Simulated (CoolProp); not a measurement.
Vapour-liquid equilibrium of CHF3 (R23) (1) + R134a (2) at 0.35 °C; x and y are mole fractions of (1).

Computed with CoolProp (multi-fluid Helmholtz-energy mixture model, Penoncello 2003 and Tillner-Roth 1994; pair parameters Bell 2016).

| x | bubble pressure (MPa) | y at the bubble point | dew pressure at overall composition x (MPa) | liquid density (mol/L) |
|---|---|---|---|---|
| 0.05 | 0.3835 | 0.245 | 0.3110 | 12.83 |
| 0.2 | 0.6519 | 0.595 | 0.3641 | 13.28 |
| 0.35 | 0.9365 | 0.750 | 0.4382 | 13.74 |
| 0.5 | 1.243 | 0.841 | 0.5489 | 14.17 |
| 0.65 | 1.577 | 0.902 | 0.7314 | 14.55 |
| 0.8 | 1.945 | 0.948 | 1.084 | 14.82 |
| 0.95 | 2.362 | 0.987 | 1.963 | 14.84 |

No azeotrope shows between x = 0.05 and 0.95.

The pair parameters rest on a limited set of measurements; away from them the model extrapolates.
